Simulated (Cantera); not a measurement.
Hydrocarbon pyrolysis for carbon deposition

A perfectly stirred reactor is fed with 14.1 % C₂H₆, 85.9 % H₂, at 3.00 Torr; it is held at 1973 K, and followed from long to short residence time.

Computed with Cantera and GRI-Mech 3.0 (53 species, 325 reactions). GRI-Mech 3.0 stops at C3 and has no aromatics, soot or wall deposition, so with more carbon than oxygen in the feed, carbon stays in small species such as C2H2 where larger ones or solid carbon would form. Radical loss at walls, strong at low pressure, is not modelled.

```
τ (s)     x C₂H₆   x H₂     x CH₂  x C₂H₂     x CH₄
------  --------  -----  --------  ------  --------
23       3.12e-7  0.875   6.72e-6   0.108  0.000999
7.6      1.12e-6  0.877   9.78e-6   0.108   0.00246
2.5      3.92e-6  0.877   1.40e-5   0.107   0.00564
0.82     1.29e-5  0.874   2.01e-5   0.104    0.0115
0.27     4.05e-5  0.867   2.90e-5  0.0990    0.0212
0.088   0.000124  0.856   4.16e-5  0.0914    0.0358
0.029   0.000363  0.841   5.88e-5  0.0803    0.0551
0.0095   0.00105  0.821   8.16e-5  0.0652    0.0776
0.0031   0.00300  0.800  0.000110  0.0467    0.0985
0.0010   0.00868  0.785  0.000139  0.0269     0.108
```
x: mole fraction; the columns are a selection and need not sum to one.
